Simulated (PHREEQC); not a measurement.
Dissolve 0.024 mol/kgw CuSO4 and 0.00037 mol/kgw NaHCO3 at 25 °C. Closed to the air; pH follows from the charge balance.

Computed with PHREEQC (ion-association model, wateq4f.dat).

Each row changes one thing in this solution. Precipitation was switched off in this run.

| case | pH | ionic strength (mol/kgw) | SO4-2 (mol/kgw) | Cu+2 (mol/kgw) | CuSO4 (mol/kgw) | Cu2(OH)2+2 (mol/kgw) | SI of Cu(OH)2 (Cu(OH)2) | SI of Tenorite (CuO) |
|---|---|---|---|---|---|---|---|---|
| as made | 5.21 | 0.0599 | 0.0150 | 0.0147 | 0.00896 | 0.000123 | -0.38 | +0.64 |
| diluted 5-fold with water | 5.41 | 0.0148 | 0.00372 | 0.00365 | 0.00108 | 2.44e-5 | -0.47 | +0.55 |
| 0.00072 mol/kgw RbOH added | 5.50 | 0.0604 | 0.0152 | 0.0142 | 0.00875 | 0.000431 | +0.17 | +1.19 |
| NaHCO3 from 0.00037 to 0.00185 mol/kgw | 5.52 | 0.0606 | 0.0154 | 0.0138 | 0.00858 | 0.000441 | +0.19 | +1.21 |
| 0.03 mol/kgw Zn(NO3)2 added | 5.15 | 0.136 | 0.0109 | 0.0187 | 0.00497 | 0.000119 | -0.51 | +0.51 |
| CuSO4 from 0.024 to 0.0024 mol/kgw | 5.92 | 0.00806 | 0.00204 | 0.00179 | 0.000360 | 7.07e-5 | +0.31 | +1.33 |
| NaHCO3 left out | 4.75 | 0.0597 | 0.0149 | 0.0149 | 0.00906 | 1.48e-5 | -1.31 | -0.29 |
| CuSO4 from 0.024 to 0.012 mol/kgw | 5.43 | 0.0330 | 0.00830 | 0.00798 | 0.00369 | 0.000111 | -0.16 | +0.86 |

Complexes and solids missing from the database can't appear. Some of these states are supersaturated (in Antlerite, Brochantite, Malachite, for instance).
